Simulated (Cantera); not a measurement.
An isothermal, constant-pressure homogeneous reactor starts with NO : N2 = 1 : 8.9 (molar parts), at 2075 K and 0.0750 bar.

Computed with Cantera and GRI-Mech 3.0 (53 species, 325 reactions).

Predict: x(NO) at 1.00 s; x(O) at 1.00 s; x(N2) at 1.00 s; x(N2O) at 1.00 s; x(NO2) at 1.00 s.


```
Property                                             Result
----------------  -----------------------------------------
x(NO) at 1.00 s      0.0900 (gas-phase equilibrium 0.00489)
x(O) at 1.00 s    0.000368 (gas-phase equilibrium 0.000934)
x(N2) at 1.00 s         0.904 (gas-phase equilibrium 0.947)
x(N2O) at 1.00 s    3.63e-6 (gas-phase equilibrium 8.22e-8)
x(NO2) at 1.00 s    6.55e-6 (gas-phase equilibrium 9.73e-7)
```
